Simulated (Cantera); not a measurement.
A Cantera script and its output.

```python
import numpy as np
import cantera as ct

gas = ct.Solution("gri30.yaml")
gas.TPX = 975, 101325, {'CH3OH': 0.0095, 'O2': 0.005, 'N2': 1}
reactor = ct.IdealGasConstPressureReactor(gas, energy="off", clone=False)
net = ct.ReactorNet([reactor])
net.rtol, net.atol = 1e-08, 1e-18
show = ['CH3OH', 'O2', 'NO2', 'CH2O', 'HO2']
times = np.geomspace(0.0003, 300, 11)

steps = ct.SolutionArray(gas, extra=["t"])
rows = []
print(f"{'t/s':>10s}{'T/K':>9s}{'P/Pa':>11s}" + "".join(f"{s:>11s}" for s in show))
for t in times:
    while net.time < t:
        t_next = net.step()
        steps.append(gas.state, t=t_next)
    rows.append([np.interp(t, steps.t, y) for y in (steps.T, steps.P, *steps(*show).X.T)])
    print(f"{t:10.3e}{rows[-1][0]:9.1f}{rows[-1][1]:11.4g}" + "".join(f"{x:11.3e}" for x in rows[-1][2:]))
rate = np.gradient(steps.T, steps.t)
print("integrator steps:", len(steps.t))
if steps.T.max() > steps.T[0] + 200:
    print(f"time of steepest temperature rise: {steps.t[rate.argmax()]:.4e} s")
gas.TPX = 975, 101325, {'CH3OH': 0.0095, 'O2': 0.005, 'N2': 1}
gas.equilibrate("TP")
print(f"equilibrium (TP): T = {gas.T:.1f} K  " + "  ".join(f"{s} {gas[s].X[0]:.3e}" for s in show))
```

Output:

```
       t/s      T/K       P/Pa      CH3OH         O2        NO2       CH2O        HO2
 3.000e-04    975.0  1.013e+05  9.364e-03  4.929e-03  6.408e-31  8.102e-11  5.222e-11
 1.194e-03    975.0  1.013e+05  9.364e-03  4.929e-03  5.829e-29  3.532e-10  2.303e-10
 4.755e-03    975.0  1.013e+05  9.364e-03  4.929e-03  4.601e-27  1.563e-09  1.032e-09
 1.893e-02    975.0  1.013e+05  9.364e-03  4.929e-03  3.269e-25  6.551e-09  4.320e-09
 7.536e-02    975.0  1.013e+05  9.364e-03  4.929e-03  2.182e-23  2.721e-08  1.735e-08
 3.000e-01    975.0  1.013e+05  9.364e-03  4.928e-03  1.498e-21  1.381e-07  6.833e-08
 1.194e+00    975.0  1.013e+05  9.362e-03  4.928e-03  1.646e-19  2.211e-06  3.007e-07
 4.755e+00    975.0  1.013e+05  5.849e-11  6.066e-06  3.142e-15  3.017e-10  4.269e-09
 1.893e+01    975.0  1.013e+05  5.420e-12  5.800e-07  5.538e-16  6.103e-11  1.987e-10
 7.536e+01    975.0  1.013e+05  8.784e-13  9.600e-08  7.586e-17  4.691e-11  1.007e-11
 3.000e+02    975.0  1.013e+05  2.032e-13  1.968e-08  1.086e-17  4.576e-11  5.135e-13
integrator steps: 2712
equilibrium (TP): T = 975.0 K  CH3OH 3.409e-14  O2 3.494e-22  NO2 2.830e-27  CH2O 3.811e-11  HO2 3.893e-26
```

Model: GRI-Mech 3.0 (53 species, 325 reactions), integrated in Cantera. GRI-Mech 3.0 was tuned for natural gas; its chemistry of methanol as a main component is partial and can be far from experiment. Below about 1000 K GRI-Mech 3.0 lacks low-temperature oxidation paths.
